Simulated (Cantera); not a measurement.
Input (Python, Cantera):

```python
import numpy as np
import cantera as ct

gas = ct.Solution("gri30.yaml")
gas.TPX = 1125, 500000, {'CH4': 1, 'O2': 1.33, 'N2': 5.01, 'CO2': 0.3, 'C2H6': 0.025}
reactor = ct.IdealGasConstPressureReactor(gas, energy="on", clone=False)
net = ct.ReactorNet([reactor])
net.rtol, net.atol = 1e-08, 1e-16
show = ['CH4', 'O2', 'CO2', 'C2H2', 'NO2', 'NO', 'H2']
times = np.geomspace(1e-06, 5, 11)

steps = ct.SolutionArray(gas, extra=["t"])
rows = []
print(f"{'t/s':>10s}{'T/K':>9s}{'P/Pa':>11s}" + "".join(f"{s:>11s}" for s in show))
for t in times:
    while net.time < t:
        t_next = net.step()
        steps.append(gas.state, t=t_next)
    rows.append([np.interp(t, steps.t, y) for y in (steps.T, steps.P, *steps(*show).X.T)])
    print(f"{t:10.3e}{rows[-1][0]:9.1f}{rows[-1][1]:11.4g}" + "".join(f"{x:11.3e}" for x in rows[-1][2:]))
rate = np.gradient(steps.T, steps.t)
print("integrator steps:", len(steps.t))
if steps.T.max() > steps.T[0] + 200:
    print(f"time of steepest temperature rise: {steps.t[rate.argmax()]:.4e} s")
gas.TPX = 1125, 500000, {'CH4': 1, 'O2': 1.33, 'N2': 5.01, 'CO2': 0.3, 'C2H6': 0.025}
gas.equilibrate("HP")
print(f"equilibrium (HP): T = {gas.T:.1f} K  " + "  ".join(f"{s} {gas[s].X[0]:.3e}" for s in show))
```

Output:

```
       t/s      T/K       P/Pa        CH4         O2        CO2       C2H2        NO2         NO         H2
 1.000e-06   1125.0      5e+05  1.305e-01  1.735e-01  3.914e-02  9.109e-22  7.340e-32  1.699e-24  2.109e-12
 4.676e-06   1125.0      5e+05  1.305e-01  1.735e-01  3.914e-02  1.307e-19  2.760e-29  2.981e-23  1.534e-11
 2.187e-05   1125.0      5e+05  1.305e-01  1.735e-01  3.914e-02  1.733e-17  1.163e-26  5.875e-22  1.749e-10
 1.023e-04   1125.0      5e+05  1.305e-01  1.735e-01  3.914e-02  2.860e-15  5.902e-24  1.306e-20  3.597e-09
 4.782e-04   1125.0      5e+05  1.305e-01  1.735e-01  3.914e-02  1.040e-12  4.723e-21  4.375e-19  1.640e-07
 2.236e-03   1125.3      5e+05  1.304e-01  1.735e-01  3.914e-02  7.456e-10  1.036e-17  5.277e-17  1.169e-05
 1.046e-02   1132.8      5e+05  1.290e-01  1.723e-01  3.913e-02  1.343e-07  5.509e-15  2.955e-15  3.023e-04
 4.890e-02   2413.4      5e+05  2.274e-11  2.029e-05  4.861e-02  1.888e-14  3.593e-09  1.677e-04  6.785e-02
 2.287e-01   2413.4      5e+05  2.274e-11  2.029e-05  4.861e-02  1.889e-14  3.600e-09  1.680e-04  6.785e-02
 1.069e+00   2413.4      5e+05  2.274e-11  2.029e-05  4.861e-02  1.889e-14  3.600e-09  1.680e-04  6.785e-02
 5.000e+00   2413.4      5e+05  2.274e-11  2.029e-05  4.861e-02  1.889e-14  3.600e-09  1.680e-04  6.785e-02
integrator steps: 2327
time of steepest temperature rise: 1.6684e-02 s
equilibrium (HP): T = 2413.4 K  CH4 2.558e-11  O2 2.029e-05  CO2 4.861e-02  C2H2 2.075e-14  NO2 3.600e-09  NO 1.680e-04  H2 6.785e-02
```

Computed with Cantera and GRI-Mech 3.0 (53 species, 325 reactions).
